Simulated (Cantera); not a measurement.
Hydrocarbon pyrolysis for carbon deposition

An isothermal, constant-pressure homogeneous reactor starts with 5.26 % C2H4, 94.7 % H2, at 1325 K and 320 Pa.

Detailed kinetics in Cantera: GRI-Mech 3.0 (53 species, 325 reactions). GRI-Mech 3.0 was tuned for natural gas; its chemistry of ethylene as a main component is partial and can be far from experiment. GRI-Mech 3.0 stops at C3 and has no aromatics, soot or wall deposition, so with more carbon than oxygen in the feed, carbon stays in small species such as C2H2 where larger ones or solid carbon would form. Radical loss at walls, strong at low pressure, is not modelled.

```json
[
 {"t (s)": "0.00100", "x C2H4": "0.0526", "x H2": "0.947", "x CH2": "<1e-12", "x C2H": "<1e-12", "x H": "2.59e-10"},
 {"t (s)": "0.00315", "x C2H4": "0.0526", "x H2": "0.947", "x CH2": "<1e-12", "x C2H": "<1e-12", "x H": "8.71e-10"},
 {"t (s)": "0.00990", "x C2H4": "0.0526", "x H2": "0.947", "x CH2": "<1e-12", "x C2H": "<1e-12", "x H": "2.80e-9"},
 {"t (s)": "0.0312", "x C2H4": "0.0526", "x H2": "0.947", "x CH2": "<1e-12", "x C2H": "<1e-12", "x H": "8.90e-9"},
 {"t (s)": "0.0981", "x C2H4": "0.0525", "x H2": "0.947", "x CH2": "<1e-12", "x C2H": "<1e-12", "x H": "2.83e-8"},
 {"t (s)": "0.309", "x C2H4": "0.0523", "x H2": "0.947", "x CH2": "<1e-12", "x C2H": "<1e-12", "x H": "9.32e-8"},
 {"t (s)": "0.972", "x C2H4": "0.0515", "x H2": "0.947", "x CH2": "<1e-12", "x C2H": "<1e-12", "x H": "3.64e-7"},
 {"t (s)": "3.06", "x C2H4": "0.0484", "x H2": "0.948", "x CH2": "2.01e-12", "x C2H": "5.31e-12", "x H": "2.28e-6"},
 {"t (s)": "9.62", "x C2H4": "0.0341", "x H2": "0.948", "x CH2": "3.22e-12", "x C2H": "5.29e-11", "x H": "5.18e-6"},
 {"t (s)": "30.3", "x C2H4": "0.00898", "x H2": "0.949", "x CH2": "1.29e-12", "x C2H": "1.80e-10", "x H": "7.49e-6"},
 {"t (s)": "95.3", "x C2H4": "0.000309", "x H2": "0.950", "x CH2": "1.37e-12", "x C2H": "8.18e-10", "x H": "2.85e-5"},
 {"t (s)": "300", "x C2H4": "0.000308", "x H2": "0.950", "x CH2": "1.83e-12", "x C2H": "8.32e-10", "x H": "2.90e-5"}
]
```
x: mole fraction; the columns are a selection and need not sum to one.

Equilibrium at this temperature and pressure: C2H4 0.000296, H2 0.947, CH2 5.22e-11, C2H 7.83e-10, H 2.83e-5 (gas phase only).
